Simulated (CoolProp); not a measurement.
Propylene at several states: density (kg/m³) from the reference equation and from simpler models built on Tc = 364.2 K, pc = 4555 kPa, ω = 0.146; each cubic takes its own stable root.

The numbers come from the reference Helmholtz-energy equation of state, Lemmon 2013 in CoolProp.

```tsv
T (K)	p (kPa)	phase	reference
396.1	7720	supercritical	255.4
412.1	327	gas	4.085
499.5	12500	supercritical	173.1
179.1	15300	liquid	675.0
401.2	4760	supercritical	87.92
```

**Question.** How far does each simpler model (van der Waals, Peng-Robinson) lie from the reference over these 5 states: mean and median of the absolute difference, and the worst?

**Answer.** 
- van der Waals: mean 10.8 %, median 8.1 %, worst -35.9 % at 179.1 K and 15300 kPa
- Peng-Robinson: mean 3.1 %, median 3.0 %, worst -6.1 % at 396.1 K and 7720 kPa
